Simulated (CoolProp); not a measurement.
Saturation properties of n-perfluorohexane.

Computed with CoolProp (reference Helmholtz-energy equation of state, Gao 2022).

```json
[
 {"T (K)": "287", "p (kPa)": "17.62", "liquid density (kg/m³)": "(withheld)", "vapour density (kg/m³)": "(withheld)", "enthalpy of vaporisation (kJ/kg)": "95.94", "liquid cp (kJ/(kg K))": "1.029"},
 {"T (K)": "294.9", "p (kPa)": "25.46", "liquid density (kg/m³)": "1685", "vapour density (kg/m³)": "3.590", "enthalpy of vaporisation (kJ/kg)": "93.94", "liquid cp (kJ/(kg K))": "1.042"},
 {"T (K)": "302.9", "p (kPa)": "36.06", "liquid density (kg/m³)": "1662", "vapour density (kg/m³)": "4.984", "enthalpy of vaporisation (kJ/kg)": "91.89", "liquid cp (kJ/(kg K))": "1.054"},
 {"T (K)": "310.8", "p (kPa)": "49.74", "liquid density (kg/m³)": "1639", "vapour density (kg/m³)": "6.756", "enthalpy of vaporisation (kJ/kg)": "(withheld)", "liquid cp (kJ/(kg K))": "1.067"},
 {"T (K)": "318.8", "p (kPa)": "67.51", "liquid density (kg/m³)": "1614", "vapour density (kg/m³)": "9.027", "enthalpy of vaporisation (kJ/kg)": "87.67", "liquid cp (kJ/(kg K))": "1.079"},
 {"T (K)": "326.7", "p (kPa)": "89.62", "liquid density (kg/m³)": "1590", "vapour density (kg/m³)": "11.83", "enthalpy of vaporisation (kJ/kg)": "85.49", "liquid cp (kJ/(kg K))": "1.092"},
 {"T (K)": "334.7", "p (kPa)": "117.4", "liquid density (kg/m³)": "1564", "vapour density (kg/m³)": "15.33", "enthalpy of vaporisation (kJ/kg)": "83.20", "liquid cp (kJ/(kg K))": "1.105"},
 {"T (K)": "342.6", "p (kPa)": "151.0", "liquid density (kg/m³)": "1538", "vapour density (kg/m³)": "19.56", "enthalpy of vaporisation (kJ/kg)": "80.86", "liquid cp (kJ/(kg K))": "1.119"},
 {"T (K)": "350.6", "p (kPa)": "192.2", "liquid density (kg/m³)": "1511", "vapour density (kg/m³)": "24.76", "enthalpy of vaporisation (kJ/kg)": "78.39", "liquid cp (kJ/(kg K))": "1.133"},
 {"T (K)": "358.5", "p (kPa)": "(withheld)", "liquid density (kg/m³)": "1482", "vapour density (kg/m³)": "30.96", "enthalpy of vaporisation (kJ/kg)": "75.84", "liquid cp (kJ/(kg K))": "1.147"},
 {"T (K)": "366.5", "p (kPa)": "299.0", "liquid density (kg/m³)": "1452", "vapour density (kg/m³)": "38.51", "enthalpy of vaporisation (kJ/kg)": "73.11", "liquid cp (kJ/(kg K))": "1.163"},
 {"T (K)": "374.4", "p (kPa)": "366.5", "liquid density (kg/m³)": "1421", "vapour density (kg/m³)": "47.46", "enthalpy of vaporisation (kJ/kg)": "70.26", "liquid cp (kJ/(kg K))": "1.180"},
 {"T (K)": "382.4", "p (kPa)": "446.0", "liquid density (kg/m³)": "1387", "vapour density (kg/m³)": "58.33", "enthalpy of vaporisation (kJ/kg)": "(withheld)", "liquid cp (kJ/(kg K))": "1.199"}
]
```

**Question.** Complete the blanks.

**Answer.** 
- 287, liquid density (kg/m³): 1708
- 287, vapour density (kg/m³): 2.539
- 310.8, enthalpy of vaporisation (kJ/kg): 89.82
- 358.5, p (kPa): 240.8
- 382.4, enthalpy of vaporisation (kJ/kg): 67.18

It boils at 330.3 K under 1 atm.
